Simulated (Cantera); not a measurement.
A closed system holds: 1 mol Ta₂O₅, a varied amount of H₂, equilibrated at 1975 °C and 340 Pa.

Method: chemical equilibrium by Gibbs-energy minimisation in Cantera with the NASA 1993 tables (ideal gas, pure condensed phases). Candidate condensed phases: H₂O, Ta, Ta₂O₅; 12 gas species. Rates play no part.

Task: What share of the Ta ends up in condensed phases as a function of n(H₂) (mol), at 4.9, 8.3, 14, 24, 40, 68, 120, 200, 330, 560, 940, 1600, 2700?

Result: 
```
n(H₂) (mol)  Ta condensed (%)        as
-----------  ----------------  --------
4.9                      97.4  Ta₂O₅(l)
8.3                      95.6  Ta₂O₅(l)
14                       92.6  Ta₂O₅(l)
24                       87.4  Ta₂O₅(l)
40                       79.0  Ta₂O₅(l)
68                       64.3  Ta₂O₅(l)
120                      37.0  Ta₂O₅(l)
200                       0.0         -
330                       0.0         -
560                       0.0         -
940                       0.0         -
1600                      0.0         -
2700                      0.0         -
```
